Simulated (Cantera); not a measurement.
What does this Cantera script print?

```python
import numpy as np
import cantera as ct

gas_names = """
    Fe FeO Fe(OH)2 H HO2 H2 H2O H2O2 O OH O2 O3
""".split()
cond_names = """
    Fe(a) Fe(c) Fe(d) Fe(L) FeO(s) FeO(L) Fe(OH)2(s) Fe(OH)3(s) Fe2O3(s) Fe3O4(s) H2O(s) H2O(L)
""".split()


def load(file, names, dense=False):
    # The tables refer to 1 bar. Condensed volumes are neglected.
    table = {s.name: s for s in ct.Species.list_from_file(file)}
    out = []
    for n in names:
        d = dict(table[n].input_data)
        d["thermo"] = dict(d["thermo"], **{"reference-pressure": 1e5})
        if dense:
            d["equation-of-state"] = {"model": "constant-volume", "density": "1e6 g/cm^3"}
        out.append(ct.Species.from_dict(d))
    return out


gas = ct.Solution(thermo="ideal-gas", species=load("nasa_gas.yaml", gas_names))
cond = {s.name: ct.Solution(thermo="fixed-stoichiometry", species=[s], name=s.name)
        for s in load("nasa_condensed.yaml", cond_names, dense=True)}
atoms = {
    'Fe3O4': {'Fe': 3, 'O': 4},
    'H2': {'H': 2},
    'H2O': {'H': 2, 'O': 1},
}
top_T = {'Fe2O3(s)': 1830, 'Fe3O4(s)': 1870}  # K; cautious upper limits of use, not melting points


def equilibrate(T, P, feed):
    n = {}
    for name, mol in feed.items():
        for a, k in atoms[name].items():
            n[a] = n.get(a, 0.0) + k * mol
    gas.TPX = T, P, n
    mass = sum(n.values()) * gas.mean_molecular_weight
    gas.equilibrate("TP")
    valid = [c for c in cond.values() if c.min_temp <= T <= top_T.get(c.name, c.max_temp)]
    mix = ct.Mixture([(gas, mass / gas.mean_molecular_weight)] + [(c, 0.0) for c in valid])
    mix.T, mix.P = T, P
    mix.equilibrate("TP", solver="vcs", rtol=1e-11, max_steps=5000)
    return mix


results = []
feed = {'Fe3O4': 1, 'H2': 320, 'H2O': 2}  # mol
T = 1523  # K
for P in [10, 68, 460, 3200, 22000, 150000, 1000000]:
    mix = equilibrate(T, P, feed)
    results.append((T, P, feed, dict(zip(mix.species_names, mix.species_moles))))

top = {s: max(r[3][s] / sum(r[3][g] for g in gas_names) for r in results) for s in gas_names}
cols = sorted((s for s in top if top[s] > 1e-06), key=lambda s: -top[s])[:7]
seen = [c for c in cond_names if any(r[3].get(c, 0) > 1e-12 for r in results)]
print("log10 of partial pressures in bar; condensed amounts in mol")
print(f"{'P/Pa':>10s}" + "".join(f"{s[:9]:>10s}" for s in cols + seen))
for T, P, feed, n in results:
    ng = sum(n[g] for g in gas_names)
    print(f"{P:10.4g}" + "".join(f"{np.log10(max(n[s] / ng * P / 1e5, 1e-99)):10.3f}" for s in cols)
          + "".join(f"{n.get(c, 0):10.4g}" for c in seen))
```

Result:

```
log10 of partial pressures in bar; condensed amounts in mol
      P/Pa        H2       H2O        Fe         H        OH     Fe(c)
        10    -4.010    -5.731    -6.615    -6.641    -9.873     2.216
        68    -3.176    -4.898    -6.615    -6.224    -9.457     2.885
       460    -2.346    -4.067    -6.615    -5.809    -9.042     2.983
      3200    -1.503    -3.225    -6.615    -5.388    -8.620     2.998
   2.2e+04    -0.666    -2.387    -6.615    -4.969    -8.202         3
   1.5e+05     0.168    -1.554    -6.615    -4.552    -7.785         3
     1e+06     0.992    -0.730    -6.615    -4.140    -7.373         3
```

Method: chemical equilibrium by Gibbs-energy minimisation in Cantera with the NASA 1993 tables (ideal gas, pure condensed phases).
